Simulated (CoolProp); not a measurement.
Vapour-liquid equilibrium of cyclohexane (1) + m-xylene (2) at 145.35 °C; x and y are mole fractions of (1).

Computed with CoolProp (multi-fluid Helmholtz-energy mixture model, Zhou 2014 and Zhou 2012; pair parameters Bell 2016).

| x | bubble pressure, mixture model (bar) | bubble pressure, Raoult's law (bar) | y, mixture model | y, Raoult's law |
|---|---|---|---|---|
| 0.05 | 1.432 | 1.388 | 0.198 | 0.181 |
| 0.15 | 1.886 | 1.771 | 0.443 | 0.426 |
| 0.25 | 2.314 | 2.155 | 0.590 | 0.584 |
| 0.35 | 2.717 | 2.539 | 0.688 | 0.694 |
| 0.45 | 3.098 | 2.923 | 0.760 | 0.775 |
| 0.55 | 3.460 | 3.306 | 0.817 | 0.837 |
| 0.65 | 3.811 | 3.690 | 0.864 | 0.887 |
| 0.75 | 4.155 | 4.074 | 0.906 | 0.927 |
| 0.85 | 4.500 | 4.458 | 0.944 | 0.960 |
| 0.95 | 4.852 | 4.841 | 0.981 | 0.988 |

The largest gap from Raoult's law is +7.4 % in bubble pressure, at x = 0.25. No azeotrope shows between x = 0.05 and 0.95.

The pair parameters rest on a limited set of measurements; away from them the model extrapolates.
